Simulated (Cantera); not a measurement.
A perfectly stirred reactor is fed with 4.42 % CH₄, 20.1 % O₂, 75.5 % N₂, equivalence ratio 0.44, at 1.00 bar; it is adiabatic with a 500 K inlet, and is followed from long to short residence time, starting on the burning branch (τ in s: 0.032, 0.016, 0.0076, 0.0037, 0.0018, 0.00089, 0.00044, 0.00021, 0.0001, 5.1e-05, 2.5e-05).

Model: GRI-Mech 3.0 (53 species, 325 reactions), integrated in Cantera.

x: mole fraction; the columns are a selection and need not sum to one.

```tsv
τ (s)	T (K)	x CH₄	x O₂	x CH₃	x HCN	x CH₂CO
0.032	1514	5.24e-5	0.113	[?]	1.27e-9	1.59e-8
0.016	1508	8.27e-5	0.113	[?]	1.52e-9	2.60e-8
0.0076	1498	0.000137	0.113	[?]	2.07e-9	4.42e-8
0.0037	1482	0.000232	0.114	[?]	3.13e-9	7.81e-8
0.0018	1454	0.000425	0.116	[?]	5.14e-9	1.64e-7
0.00089	1390	0.00111	0.120	[?]	8.41e-9	7.59e-7
0.00044	500	0.0442	0.201	<1e-12	<1e-12	<1e-12
0.00021	500	0.0442	0.201	<1e-12	<1e-12	<1e-12
0.00010	500	0.0442	0.201	<1e-12	<1e-12	<1e-12
5.1e-5	500	0.0442	0.201	<1e-12	<1e-12	<1e-12
2.5e-5	500	0.0442	0.201	<1e-12	<1e-12	<1e-12
```

### Question
Fill in the missing entries.

### Answer

- 0.032, x CH₃: 6.14e-6
- 0.016, x CH₃: 9.00e-6
- 0.0076, x CH₃: 1.36e-5
- 0.0037, x CH₃: 2.07e-5
- 0.0018, x CH₃: 3.34e-5
- 0.00089, x CH₃: 7.09e-5
